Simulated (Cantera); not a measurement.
An adiabatic, constant-volume homogeneous reactor starts with CH4 : O2 : N2 = 1 : 1.43 : 5.37 (molar parts), at 1025 K and 900 Torr. Integrator tolerance rtol = 1e-08.

Model: GRI-Mech 3.0 (53 species, 325 reactions), integrated in Cantera.

What does this change do: pressure from 900 Torr to 2780 Torr?


```csv
quantity,before,after
temperature at 0.300 s,1027 K,2830 K
equilibrium temperature,2774 K,2830 K
x(CH4) at 0.300 s,0.128 (gas-phase equilibrium 1.44e-12),9.68e-12 (gas-phase equilibrium 1.11e-11)
x(O2) at 0.300 s,0.183 (gas-phase equilibrium 0.00101),0.000532 (gas-phase equilibrium 0.000532)
x(H2O) at 0.300 s,0.000256 (gas-phase equilibrium 0.171),0.175 (gas-phase equilibrium 0.175)
x(HCO) at 0.300 s,1.38e-11 (gas-phase equilibrium 2.72e-7),5.43e-7 (gas-phase equilibrium 5.43e-7)
x(N2O) at 0.300 s,4.45e-11 (gas-phase equilibrium 2.08e-7),2.91e-7 (gas-phase equilibrium 2.91e-7)
x(C2H2) at 0.300 s,2.40e-10 (gas-phase equilibrium <1e-12),<1e-12 (gas-phase equilibrium <1e-12)
x(HO2) at 0.300 s,7.62e-7 (gas-phase equilibrium 8.88e-7),8.31e-7 (gas-phase equilibrium 8.31e-7)
time of steepest temperature rise,not reached,0.197 s
```

What does this change do: pressure from 900 Torr to 3750 Torr?


```json
[
 {"quantity": "temperature at 0.300 s", "before": "1027 K", "after": "2842 K"},
 {"quantity": "equilibrium temperature", "before": "2774 K", "after": "2842 K"},
 {"quantity": "x(CH4) at 0.300 s", "before": "0.128 (gas-phase equilibrium 1.44e-12)", "after": "1.69e-11 (gas-phase equilibrium 1.94e-11)"},
 {"quantity": "x(O2) at 0.300 s", "before": "0.183 (gas-phase equilibrium 0.00101)", "after": "0.000439 (gas-phase equilibrium 0.000439)"},
 {"quantity": "x(H2O) at 0.300 s", "before": "0.000256 (gas-phase equilibrium 0.171)", "after": "0.176 (gas-phase equilibrium 0.176)"},
 {"quantity": "x(HCO) at 0.300 s", "before": "1.38e-11 (gas-phase equilibrium 2.72e-7)", "after": "6.50e-7 (gas-phase equilibrium 6.50e-7)"},
 {"quantity": "x(N2O) at 0.300 s", "before": "4.45e-11 (gas-phase equilibrium 2.08e-7)", "after": "3.14e-7 (gas-phase equilibrium 3.14e-7)"},
 {"quantity": "x(C2H2) at 0.300 s", "before": "2.40e-10 (gas-phase equilibrium <1e-12)", "after": "<1e-12 (gas-phase equilibrium <1e-12)"},
 {"quantity": "x(HO2) at 0.300 s", "before": "7.62e-7 (gas-phase equilibrium 8.88e-7)", "after": "7.99e-7 (gas-phase equilibrium 7.99e-7)"},
 {"quantity": "time of steepest temperature rise", "before": "not reached", "after": "0.138 s"}
]
```
